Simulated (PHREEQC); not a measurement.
# Copper plating or etch bath: an equilibrium model

Make-up at 25 °C: 48 mmol/kgw CuSO4, 15.5 mmol/kgw H2SO4 and 6 mmol/kgw H3BO3. Closed to the air; pH follows from the charge balance.

The numbers come from PHREEQC with the ion-association model, phreeqc.dat.

No solid was allowed to form.

**Question.** Estimate the pH, density.

**Answer.** pH 1.90; density 1.006 g/cm³.

**Question.** In which forms is S present?

**Answer.** SO4-2 44 %, CuSO4 31 %, HSO4- 24 % of the S.
